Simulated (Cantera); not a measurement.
Feed: 1 mol SiH4, 0.33 mol C2H2, 6.3 mol H2, 0.12 mol CH4, at 11000 Pa.

Method: chemical equilibrium by Gibbs-energy minimisation in Cantera with the NASA 1993 tables (ideal gas, pure condensed phases). Candidate condensed phases: C, C6H6, C7H8, C8H18, Si, SiC; 87 gas species. Mutual solubility and eutectic melting of coexisting phases are not modelled. Gases not in the tables: Si2H6 and higher silanes. Equilibrium is a limit: real reactors are often held back by kinetics, nucleation or transport.

x: gas mole fraction; n: condensed amount in mol.

```
T (K)   x H2         x H        x Si       x SiH      x SiH2  n Si(s)  n SiC(s)  n Si(l)
-----  -----  ----------  ----------  ----------  ----------  -------  --------  -------
950    1.000     1.68e-9      <1e-12      <1e-12    2.03e-11    0.220     0.780        0
1150   1.000  (withheld)  (withheld)  (withheld)  (withheld)    0.220     0.780        0
1350   1.000     7.19e-6     1.81e-9     3.83e-9     1.75e-7    0.220     0.780        0
1550   1.000     9.50e-5     3.02e-7     2.63e-7     2.79e-6    0.220     0.780        0
1750   0.999    0.000701     1.36e-5     5.99e-6     2.08e-5        0     0.780    0.220
1950   0.996  (withheld)  (withheld)  (withheld)  (withheld)        0     0.780    0.217
2150   0.985      0.0126     0.00204    0.000328    0.000231        0     0.779    0.195
```

Task: Fill in the missing entries.

Result: 
- 1150, x H: 2.25e-7
- 1150, x Si: 1.80e-12
- 1150, x SiH: 1.25e-11
- 1150, x SiH2: 4.15e-9
- 1950, x H: 0.00345
- 1950, x Si: 0.000216
- 1950, x SiH: 5.48e-5
- 1950, x SiH2: 7.90e-5
